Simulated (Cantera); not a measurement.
A closed system holds: 1 mol Cu, 0.23 mol CO, 1.7 mol N2, held at 950 K and 34.0 Pa.

Method: chemical equilibrium by Gibbs-energy minimisation in Cantera with the NASA 1993 tables (ideal gas, pure condensed phases). Candidate condensed phases: C, Cu, CuO, Cu2O; 27 gas species. Rates play no part.

Base state: N2 0.881, CO 0.119 (mole fractions); condensed: Cu(s).

### Question
What changes in the equilibrium state with this change: pressure from 34.0 Pa to 9.90 bar?

### Answer
| species | before | after |
|---|---|---|
| N2 | 0.881 | 0.914 |
| CO | 0.119 | 0.0478 |
| CO2 | 8.08e-6 | 0.0379 |
| Cu(s), mol | 1.00 | 1.00 |
| C(graphite), mol | 0 | 0.0705 |
